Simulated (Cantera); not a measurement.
**Thermodynamics of carbon deposition, reforming and gasification, feed C2H5OH + NH3 + N2**

A closed system holds: 1 mol C2H5OH, 1.2 mol NH3, a varied amount of N2, held at 530000 Pa.

These are equilibrium values from Cantera (NASA tables, ideal gas, pure condensed phases), not measurements of a reactor. Candidate condensed phases: C, C6H6, C7H8, C8H18, H2O; 136 gas species. Equilibrium is a limit: real reactors are often held back by kinetics, nucleation or transport.

Stable condensed phases:

```
T in K \ n(N2) in mol
         1.3 1.9 2.8   4 5.9 8.5  12  18
   2898    A   B   B   B   B   B   B   B
   2873    A   A   B   B   B   B   B   B
   2848    A   A   A   B   B   B   B   B
   2823    A   A   A   B   B   B   B   B
   2798    A   A   A   A   B   B   B   B
   2773    A   A   A   A   B   B   B   B
   2748    A   A   A   A   A   B   B   B
   2723    A   A   A   A   A   B   B   B
   2698    A   A   A   A   A   A   B   B
   2673    A   A   A   A   A   A   B   B
   2648    A   A   A   A   A   A   A   B
```

A: C; B: gas only.
